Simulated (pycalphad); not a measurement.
## Freezing of Al-Si-Mn alloys with rising Mn

CALPHAD calculation (pycalphad, COST 507 light-alloy database (1999)), 1 atm. The database dates from 1999; later assessments differ in places, in temperatures and in the compounds included. Phase fractions are per mole of atoms.

Scheil-Gulliver runs (no diffusion in the solid, steps of 4 K) beside full equilibrium.

```json
[
 {"alloy": "Al-9.67Si-6.72Mn (at.%)", "liquidus (K)": "1112", "Scheil, half solid (K)": "859", "Scheil, 80 % solid (K)": "at the invariant end", "Scheil, invariant end (K)": "850", "liquid left at that end": "0.44", "equilibrium solidus (K)": "850"},
 {"alloy": "Al-9.67Si-10.08Mn (at.%)", "liquidus (K)": "1161", "Scheil, half solid (K)": "879", "Scheil, 80 % solid (K)": "at the invariant end", "Scheil, invariant end (K)": "850", "liquid left at that end": "0.32", "equilibrium solidus (K)": "850"},
 {"alloy": "Al-9.67Si-13.44Mn (at.%)", "liquidus (K)": "[?]", "Scheil, half solid (K)": "[?]", "Scheil, 80 % solid (K)": "at the invariant end", "Scheil, invariant end (K)": "850", "liquid left at that end": "[?]", "equilibrium solidus (K)": "[?]"}
]
```

### Question
What belongs in the gaps?

### Answer

- Al-9.67Si-13.44Mn (at.%), liquidus (K): 1193
- Al-9.67Si-13.44Mn (at.%), Scheil, half solid (K): 1049
- Al-9.67Si-13.44Mn (at.%), liquid left at that end: 0.21
- Al-9.67Si-13.44Mn (at.%), equilibrium solidus (K): 883
